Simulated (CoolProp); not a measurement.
Properties of n-octane along the isobar 3.57 MPa (Tc = 295.6 °C, pc = 2.484 MPa, ω = 0.398).

The numbers come from the reference Helmholtz-energy equation of state, Beckmüller 2019 in CoolProp.

```
T (°C)   phase  density (kg/m³)  cv (kJ/(kg K))  fugacity coefficient
------  ------  ---------------  --------------  --------------------
4.35    liquid            717.8           1.722             0.0001884
22.25   liquid       (withheld)           1.780             0.0005668
40.15   liquid            689.6           1.841              0.001463
58.15   liquid            675.2      (withheld)              0.003343
76.05   liquid            660.5           1.973              0.006844
93.95   liquid            645.5           2.041               0.01282
111.85  liquid            630.1           2.111            (withheld)
129.75  liquid            614.2      (withheld)               0.03632
147.75  liquid            597.5           2.252               0.05613
165.65  liquid            580.2           2.321               0.08244
183.55  liquid            561.9           2.391                0.1161
```

Complete the blanks.


- 22.25, density (kg/m³): 703.8
- 58.15, cv (kJ/(kg K)): 1.906
- 111.85, fugacity coefficient: 0.02229
- 129.75, cv (kJ/(kg K)): 2.181
